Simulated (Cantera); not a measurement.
**Premixed flame**

A freely propagating, adiabatic, planar premixed flame of 48.0 % H2, 10.9 % O2, 41.1 % N2, unburnt at 473 K and 9.87 atm; unity-Lewis-number transport, grid criteria slope 0.08 and curve 0.16, no radiation.

Computed with Cantera and the H2/O2 subset of GRI-Mech 3.0, which has no nitrogen chemistry. The hydrogen kinetics of GRI-Mech 3.0 are dated; newer H2 mechanisms differ, most at raised pressure. Unity Lewis numbers drop preferential diffusion, which matters most where H2 and H carry the flame. Burning velocities carry a grid error of a few per cent, more on coarse grids.

```tsv
z (mm)	T (K)	u (m/s)	x H2	x O2	x H2O	x HO2	x H	x OH
-0.0782	473	3.15	0.480	0.109	2.26e-5	4.29e-7	<1e-8	<1e-8
-0.0521	474	3.15	0.480	0.109	0.000143	2.72e-6	<1e-8	<1e-8
-0.0391	477	3.17	0.480	0.109	0.000549	1.05e-5	<1e-8	<1e-8
-0.0261	501	3.33	0.478	0.107	0.00343	6.73e-5	<1e-8	<1e-8
-0.0130	715	4.68	0.457	0.0950	0.0301	0.000632	2.42e-5	1.39e-5
-0.00652	1062	6.80	0.419	0.0732	0.0779	0.000792	0.00201	0.000329
0	1450	9.05	0.359	0.0424	0.145	0.000342	0.0142	0.00104
0.00652	1700	10.4	0.308	0.0181	0.197	0.000126	0.0288	0.00186
0.0130	1830	11.1	0.285	0.00676	0.222	4.37e-5	0.0334	0.00226
0.0261	1944	11.7	0.279	0.00108	0.236	6.51e-6	0.0280	0.00217
0.0521	2024	12.1	0.284	8.44e-5	0.241	5.70e-7	0.0176	0.00156
0.104	2076	12.4	0.288	1.12e-5	0.242	1.06e-7	0.00980	0.000940
0.209	2105	12.5	0.291	3.06e-6	0.243	2.79e-8	0.00529	0.000530
```
x: mole fraction of selected species; z is measured from the peak of heat release.

```
Property                     Result
------------------------  ---------
laminar burning velocity   314 cm/s
thermal thickness         0.0261 mm
peak x(HO2)                0.000887
peak x(H)                    0.0334
peak x(OH)                  0.00231
grid points                     112
```
